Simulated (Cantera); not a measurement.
A perfectly stirred reactor is fed with CO : H2 : O2 : N2 = 1 : 0.041 : 0.754 : 2.84 (molar parts), at 100000 Pa; it is adiabatic with a 775 K inlet, and is followed from long to short residence time, starting on the burning branch (τ in s: 0.19, 0.073, 0.028, 0.011, 0.004, 0.0015, 0.00059, 0.00022, 8.6e-05, 3.3e-05, 1.2e-05, 4.8e-06).

Computed with Cantera and GRI-Mech 3.0 (53 species, 325 reactions).

x: mole fraction; the columns are a selection and need not sum to one.

```
τ (s)    T (K)    x CO      x H2    x O2     x CO2    x NO2
-------  -----  ------  --------  ------  --------  -------
0.19      2361  0.0190  0.000126  0.0604     0.221  4.24e-6
0.073     2340  0.0221  0.000147  0.0624     0.218  3.58e-6
0.028     2291  0.0287  0.000194  0.0659     0.210  2.51e-6
0.011     2203     [?]       [?]  0.0708     0.198      [?]
0.0040    2074  0.0533  0.000386  0.0760     0.182  3.64e-7
0.0015    1924  0.0677  0.000494  0.0807     0.164  1.16e-7
0.00059   1755  0.0836  0.000565  0.0860     0.146  6.01e-8
0.00022   1501   0.116  0.000641   0.102     0.109  2.38e-8
8.6e-5     775   0.216   0.00885   0.163  5.78e-12   <1e-12
3.3e-5     775   0.216   0.00885   0.163  1.87e-12   <1e-12
1.2e-5     775   0.216   0.00885   0.163    <1e-12   <1e-12
4.8e-6     775   0.216   0.00885   0.163    <1e-12   <1e-12
```

### Question
Fill in the missing entries.

### Answer

- 0.011, x CO: 0.0393
- 0.011, x H2: 0.000274
- 0.011, x NO2: 1.22e-6
